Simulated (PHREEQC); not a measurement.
A solution holds 0.095 mol/kgw KOH, 0.00032 mol/kgw CO2 and 0.00012 mol/kgw (CH3)4NCl, at 25 °C. Closed to the air; pH follows from the charge balance.

Equilibrium calculation in PHREEQC: ion-association model, phreeqc.dat.

Question: The ionic strength comes out as 0.0954 mol/kgw. What activity coefficients do CO3-2, Cl-, K+, OH- get?

Answer: CO3-2 0.39, Cl- 0.77, K+ 0.77, OH- 0.77.

No solid was allowed to form. Complexes and solids missing from the database can't appear. (CH3)4N+ isn't in the database: it is added as a free cation with an ion size of 4 Å.
